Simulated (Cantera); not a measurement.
# Moist CO burnout

An isothermal, constant-pressure homogeneous reactor starts with CO : O₂ : H₂O : N₂ = 0.011 : 0.015 : 0.00092 : 1 (molar parts), equivalence ratio 0.37, at 1025 K and 0.237 atm.

Model: GRI-Mech 3.0 (53 species, 325 reactions), integrated in Cantera.

```tsv
t (s)	x CO	x O₂	x H₂O	x HO₂	x CO₂	x NO
9.00e-6	0.0107	0.0146	0.000896	<1e-12	<1e-12	<1e-12
4.89e-5	0.0107	0.0146	0.000896	<1e-12	3.46e-12	<1e-12
0.000265	0.0107	0.0146	0.000896	<1e-12	1.88e-11	<1e-12
0.00144	0.0107	0.0146	0.000896	<1e-12	1.05e-10	<1e-12
0.00782	0.0107	0.0146	0.000896	2.24e-11	7.26e-10	<1e-12
0.0424	0.0107	0.0146	0.000896	2.49e-9	2.55e-8	<1e-12
0.230	0.00608	0.0122	0.000847	9.09e-7	0.00465	5.52e-8
1.25	0.000230	0.00941	0.000898	2.72e-7	0.0105	1.14e-7
6.79	6.24e-6	0.00930	0.000900	2.59e-8	0.0108	1.14e-7
36.8	1.21e-7	0.00930	0.000901	7.77e-10	0.0108	1.16e-7
200	9.21e-10	0.00930	0.000901	7.26e-11	0.0108	1.18e-7
```
x: mole fraction; the columns are a selection and need not sum to one.

Equilibrium at this temperature and pressure: CO 3.20e-11, O₂ 0.00930, H₂O 0.000901, HO₂ 8.82e-12, CO₂ 0.0108, NO 9.65e-6 (gas phase only).
